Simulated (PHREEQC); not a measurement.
0.024 g of hydrous ferric oxide (600 m²/g; 0.2 weak and 0.005 strong sites per Fe, Dzombak-Morel constants, diffuse double layer) in 1 kg of water with 0.3 mol/kgw of an inert sodium salt and 7.6e-05 mol/kgw H3BO3, at 25 °C; the pH is set by adding NaOH or the inert anion's acid. Oxygen is held at 0.21 atm. CO2 from the air is kept out. Nothing may precipitate in this run.

Base run: PHREEQC, ion-association model, wateq4f.dat. Each further column changes one thing. The table gives surface charge σ (C/m²).

| pH | base | background salt from 0.3 to 0.03 mol/kgw | oxide from 0.024 to 0.12 g/kgw | 0.00015 mol/kgw Ag2SO4 added |
|---|---|---|---|---|
| 3 | 0.368 | (withheld) | 0.368 | 0.234 |
| 3.5 | 0.363 | 0.319 | 0.363 | 0.232 |
| 4 | 0.349 | (withheld) | 0.349 | 0.228 |
| 5 | 0.269 | (withheld) | 0.269 | (withheld) |
| 5.5 | 0.210 | 0.111 | 0.210 | 0.172 |
| 6 | 0.154 | 0.074 | 0.154 | 0.137 |
| 6.5 | 0.106 | 0.047 | 0.106 | (withheld) |
| 7 | 0.066 | (withheld) | 0.066 | 0.064 |
| 8 | 0.006 | 0.002 | 0.006 | 0.006 |
| 8.5 | -0.021 | -0.008 | -0.021 | -0.020 |
| 9 | -0.051 | -0.021 | -0.051 | -0.042 |

Fill in the missing entries.


- 3, background salt from 0.3 to 0.03 mol/kgw: 0.350
- 4, background salt from 0.3 to 0.03 mol/kgw: 0.270
- 5, background salt from 0.3 to 0.03 mol/kgw: 0.157
- 5, 0.00015 mol/kgw Ag2SO4 added: 0.201
- 6.5, 0.00015 mol/kgw Ag2SO4 added: 0.100
- 7, background salt from 0.3 to 0.03 mol/kgw: 0.028

The oxide is taken as insoluble; below pH 4 it would dissolve.
